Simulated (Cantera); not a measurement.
Input: 1 mol Cu2O, 0.34 mol CH4, 1.8 mol N2, at 1825 °C and 1.60 bar.

Method: chemical equilibrium by Gibbs-energy minimisation in Cantera with the NASA 1993 tables (ideal gas, pure condensed phases). Candidate condensed phases: C, C6H6, C7H8, C8H18, Cu, CuO, Cu(OH)2, Cu2O, H2O; 139 gas species. Rates play no part.

Base state: N2 0.634, H2O 0.184, CO 0.0715, H2 0.0552, CO2 0.0483, Cu 0.00641, H 0.000572, OH 0.000226 (mole fractions); condensed: Cu(l).

Q: What changes in the equilibrium state with this change: CH4 from 0.34 to 2.6 mol?

A: 
```tsv
species	before	after
H2	0.0552	0.639
N2	0.634	0.219
CO	0.0715	0.124
H2O	0.184	1.02e-5
CO2	0.0483	4.04e-7
Cu	0.00641	0.00641
C2H2 (acetylene)	<1e-9	0.000912
HCN	1.10e-8	0.00797
HNC	<1e-9	0.000537
CH4	<1e-9	0.000216
OH	0.000226	3.71e-9
Cu(l), mol	1.98	1.95
C(graphite), mol	0	1.51
```
